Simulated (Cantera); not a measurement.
A perfectly stirred reactor is fed with 0.901 % CH4, 99.1 % N2, at 100.0 Torr; it is held at 1850 K, and followed from long to short residence time.

Cantera simulation using GRI-Mech 3.0 (53 species, 325 reactions); the numbers are that mechanism's predictions, not measurements. GRI-Mech 3.0 stops at C3 and has no aromatics, soot or wall deposition, so with more carbon than oxygen in the feed, carbon stays in small species such as C2H2 where larger ones or solid carbon would form.

Q: Predict: x(CH4) at τ = 1.10 s; x(H2) at τ = 1.10 s; x(CH3) at τ = 1.10 s; x(C2H6) at τ = 1.10 s; x(CH2) at τ = 1.10 s; x(CH4) at τ = 41.0 ms; x(H2) at τ = 41.0 ms; x(CH3) at τ = 41.0 ms; x(C2H6) at τ = 41.0 ms; x(CH2) at τ = 41.0 ms.

A: 
```
Property                   Value
----------------------  --------
x(CH4) at τ = 1.10 s    0.000327
x(H2) at τ = 1.10 s       0.0128
x(CH3) at τ = 1.10 s     5.74e-5
x(C2H6) at τ = 1.10 s    3.35e-8
x(CH2) at τ = 1.10 s     5.51e-7
x(CH4) at τ = 41.0 ms    0.00259
x(H2) at τ = 41.0 ms     0.00913
x(CH3) at τ = 41.0 ms   0.000285
x(C2H6) at τ = 41.0 ms   8.78e-7
x(CH2) at τ = 41.0 ms    1.42e-6
```
